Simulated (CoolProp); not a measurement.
Saturation properties of CHF3 (R23).

Model: reference Helmholtz-energy equation of state, Penoncello 2003, in CoolProp.

```json
[
 {"T (°C)": "-69.25", "p (MPa)": "0.2011", "vapour density (kg/m³)": "8.893", "enthalpy of vaporisation (kJ/kg)": "228.5", "liquid cp (kJ/(kg K))": "1.264", "surface tension (mN/m)": "14.5", "vapour viscosity (µPa s)": "10.2"},
 {"T (°C)": "-62.75", "p (MPa)": "0.2750", "vapour density (kg/m³)": "11.97", "enthalpy of vaporisation (kJ/kg)": "222.6", "liquid cp (kJ/(kg K))": "1.281", "surface tension (mN/m)": "13.3", "vapour viscosity (µPa s)": "10.5"},
 {"T (°C)": "-56.15", "p (MPa)": "0.3698", "vapour density (kg/m³)": "15.90", "enthalpy of vaporisation (kJ/kg)": "216.2", "liquid cp (kJ/(kg K))": "1.302", "surface tension (mN/m)": "12.0", "vapour viscosity (µPa s)": "10.9"},
 {"T (°C)": "-49.65", "p (MPa)": "0.4858", "vapour density (kg/m³)": "20.72", "enthalpy of vaporisation (kJ/kg)": "209.6", "liquid cp (kJ/(kg K))": "1.326", "surface tension (mN/m)": "10.9", "vapour viscosity (µPa s)": "11.2"},
 {"T (°C)": "-43.05", "p (MPa)": "0.6300", "vapour density (kg/m³)": "26.74", "enthalpy of vaporisation (kJ/kg)": "202.5", "liquid cp (kJ/(kg K))": "1.355", "surface tension (mN/m)": "9.69", "vapour viscosity (µPa s)": "11.6"},
 {"T (°C)": "-36.55", "p (MPa)": "0.8014", "vapour density (kg/m³)": "34.01", "enthalpy of vaporisation (kJ/kg)": "195.0", "liquid cp (kJ/(kg K))": "1.390", "surface tension (mN/m)": "8.55", "vapour viscosity (µPa s)": "12.0"},
 {"T (°C)": "-29.95", "p (MPa)": "1.009", "vapour density (kg/m³)": "43.03", "enthalpy of vaporisation (kJ/kg)": "186.7", "liquid cp (kJ/(kg K))": "1.432", "surface tension (mN/m)": "7.42", "vapour viscosity (µPa s)": "12.4"},
 {"T (°C)": "-23.45", "p (MPa)": "1.251", "vapour density (kg/m³)": "53.86", "enthalpy of vaporisation (kJ/kg)": "177.9", "liquid cp (kJ/(kg K))": "1.484", "surface tension (mN/m)": "6.34", "vapour viscosity (µPa s)": "12.9"},
 {"T (°C)": "-16.85", "p (MPa)": "1.538", "vapour density (kg/m³)": "67.33", "enthalpy of vaporisation (kJ/kg)": "168.1", "liquid cp (kJ/(kg K))": "1.551", "surface tension (mN/m)": "5.27", "vapour viscosity (µPa s)": "13.3"}
]
```

It boils at -82.0 °C under 1 atm.

Viscosity comes from a separate model (Shan 2000). Surface tension comes from a separate correlation (Mulero 2012).
